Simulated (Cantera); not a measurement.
A closed system holds: 1 mol MgO, 0.06 mol H2S, 11 mol N2, equilibrated at 1227 °C.

Equilibrium computed with Cantera from the NASA thermochemical tables; the gas is ideal and each condensed phase is pure. Candidate condensed phases: H2O, H2SO4, Mg, MgO, Mg(OH)2, MgS, MgSO4, S; 43 gas species. Mutual solubility and eutectic melting of coexisting phases are not modelled. Equilibrium is a limit: real reactors are often held back by kinetics, nucleation or transport.

x: gas mole fraction; n: condensed amount in mol.

```
P (Pa)    x N2        x H2     x S2     x H2S     x H2O  n MgO(s)  n MgS(s)
-------  -----  ----------  -------  --------  --------  --------  --------
1000     0.992     0.00525  0.00262   9.76e-5   2.27e-5     1.000         0
2600     0.992     0.00520  0.00258  0.000155   2.45e-5     1.000  0.000184
6700     0.992     0.00510  0.00253  0.000241   3.82e-5     1.000  0.000407
17000    0.992     0.00496  0.00246  0.000368   5.82e-5     0.999  0.000647
45000    0.992     0.00474  0.00235  0.000560   8.85e-5     0.999  0.000988
120000   0.992     0.00443  0.00220  0.000827  0.000131     0.999   0.00146
300000   0.993  (withheld)  0.00202   0.00115  0.000181     0.998   0.00202
770000   0.993  (withheld)  0.00179   0.00154  0.000244     0.997   0.00271
2000000  0.993  (withheld)  0.00154   0.00198  0.000313     0.997   0.00348
```

Q: Some entries are withheld; supply them.

A: 
- 300000, x H2: 0.00406
- 770000, x H2: 0.00361
- 2000000, x H2: 0.00310
